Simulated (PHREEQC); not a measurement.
## Spent oxide etchant: an equilibrium model

Consider water at 59 °C with 0.0018 mol HF, 0.017 mol H2SiF6, 6.8e-06 mol H3AsO4 and 6.8e-05 mol H2SO4 per kg of water. Closed to the air; pH follows from the charge balance.

Equilibrium calculation in PHREEQC: ion-association model, wateq4f.dat.

No solid was allowed to form.

Problem. What pH, ionic strength does the model give?

Solution. pH 1.60; ionic strength 0.0445 mol/kgw.

Problem. In which forms is F present?

Solution. SiF6-2 85 %, HF 14 % of the F.

Examples of supersaturated solids here: Quartz (slow to form), Chalcedony (slow to form). Others may be too. Species that the database lacks are ignored. At this temperature some constants are extrapolated from 25 °C, and those without enthalpy data are left unchanged. SiF6-2 is the database's only silicon fluoride.
